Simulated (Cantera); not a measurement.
A perfectly stirred reactor is fed with C2H6 : N2 = 1 : 110 (molar parts), at 101000 Pa; it is held at 1948 K, and followed from long to short residence time.

Computed with Cantera and GRI-Mech 3.0 (53 species, 325 reactions). GRI-Mech 3.0 stops at C3 and has no aromatics, soot or wall deposition, so with more carbon than oxygen in the feed, carbon stays in small species such as C2H2 where larger ones or solid carbon would form.

Question: What does this change do: N2 110 to 930 parts?

Answer: 
| quantity | before | after |
|---|---|---|
| x(C2H6) at τ = 1.50 s | 4.91e-8 | 5.85e-9 |
| x(HCN) at τ = 1.50 s | 0.00156 | 0.00126 |
| x(C2H) at τ = 1.50 s | 1.10e-6 | 1.66e-7 |
| x(CH4) at τ = 1.50 s | 0.000120 | 7.61e-6 |
| x(H) at τ = 1.50 s | 0.000154 | 5.13e-5 |
| x(C2H6) at τ = 45.0 ms | 1.57e-6 | 2.06e-7 |
| x(HCN) at τ = 45.0 ms | 0.000396 | 0.000492 |
| x(C2H) at τ = 45.0 ms | 1.41e-6 | 3.43e-7 |
| x(CH4) at τ = 45.0 ms | 0.000562 | 5.62e-5 |
| x(H) at τ = 45.0 ms | 0.000181 | 5.65e-5 |

Question: What does this change do: temperature 1948 to 1648 K?

Answer: 
```csv
quantity,before,after
x(C2H6) at τ = 1.50 s,4.91e-8,1.73e-6
x(HCN) at τ = 1.50 s,0.00156,5.92e-6
x(C2H) at τ = 1.50 s,1.10e-6,3.11e-8
x(CH4) at τ = 1.50 s,0.000120,0.00141
x(H) at τ = 1.50 s,0.000154,1.38e-5
x(C2H6) at τ = 45.0 ms,1.57e-6,3.55e-5
x(HCN) at τ = 45.0 ms,0.000396,3.92e-6
x(C2H) at τ = 45.0 ms,1.41e-6,6.82e-8
x(CH4) at τ = 45.0 ms,0.000562,0.00252
x(H) at τ = 45.0 ms,0.000181,2.92e-5
```

Question: What does this change do: pressure from 101000 Pa to 140000 Pa?

Answer: 
```tsv
quantity	before	after
x(C2H6) at τ = 1.50 s	4.91e-8	4.30e-8
x(HCN) at τ = 1.50 s	0.00156	0.00135
x(C2H) at τ = 1.50 s	1.10e-6	9.45e-7
x(CH4) at τ = 1.50 s	0.000120	0.000125
x(H) at τ = 1.50 s	0.000154	0.000130
x(C2H6) at τ = 45.0 ms	1.57e-6	1.39e-6
x(HCN) at τ = 45.0 ms	0.000396	0.000326
x(C2H) at τ = 45.0 ms	1.41e-6	1.16e-6
x(CH4) at τ = 45.0 ms	0.000562	0.000604
x(H) at τ = 45.0 ms	0.000181	0.000148
```
